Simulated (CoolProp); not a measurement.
Properties of octamethylcyclotetrasiloxane (D4) along the isobar 6.88 MPa.

The numbers come from the reference Helmholtz-energy equation of state, Thol 2015 in CoolProp.

```json
[
 {"T (°C)": "271.55", "phase": "liquid", "density (kg/m³)": "680.4", "cp (kJ/(kg K))": "?", "Joule-Thomson coefficient (K/MPa)": "0.01502", "fugacity coefficient": "0.1448"},
 {"T (°C)": "282.25", "phase": "liquid", "density (kg/m³)": "666.6", "cp (kJ/(kg K))": "2.182", "Joule-Thomson coefficient (K/MPa)": "0.05630", "fugacity coefficient": "0.1652"},
 {"T (°C)": "293.05", "phase": "liquid", "density (kg/m³)": "652.4", "cp (kJ/(kg K))": "2.203", "Joule-Thomson coefficient (K/MPa)": "0.1021", "fugacity coefficient": "0.1870"},
 {"T (°C)": "303.75", "phase": "liquid", "density (kg/m³)": "638.2", "cp (kJ/(kg K))": "2.223", "Joule-Thomson coefficient (K/MPa)": "0.1520", "fugacity coefficient": "0.2098"},
 {"T (°C)": "314.55", "phase": "supercritical", "density (kg/m³)": "623.5", "cp (kJ/(kg K))": "2.242", "Joule-Thomson coefficient (K/MPa)": "?", "fugacity coefficient": "0.2339"},
 {"T (°C)": "325.35", "phase": "supercritical", "density (kg/m³)": "608.6", "cp (kJ/(kg K))": "2.261", "Joule-Thomson coefficient (K/MPa)": "?", "fugacity coefficient": "0.2590"},
 {"T (°C)": "336.05", "phase": "supercritical", "density (kg/m³)": "593.6", "cp (kJ/(kg K))": "?", "Joule-Thomson coefficient (K/MPa)": "0.3327", "fugacity coefficient": "?"},
 {"T (°C)": "346.85", "phase": "supercritical", "density (kg/m³)": "578.2", "cp (kJ/(kg K))": "2.297", "Joule-Thomson coefficient (K/MPa)": "0.4032", "fugacity coefficient": "0.3111"}
]
```

Problem. Some entries are withheld; supply them.

Solution. 
- 271.55, cp (kJ/(kg K)): 2.161
- 314.55, Joule-Thomson coefficient (K/MPa): 0.2073
- 325.35, Joule-Thomson coefficient (K/MPa): 0.2677
- 336.05, cp (kJ/(kg K)): 2.280
- 336.05, fugacity coefficient: 0.2846
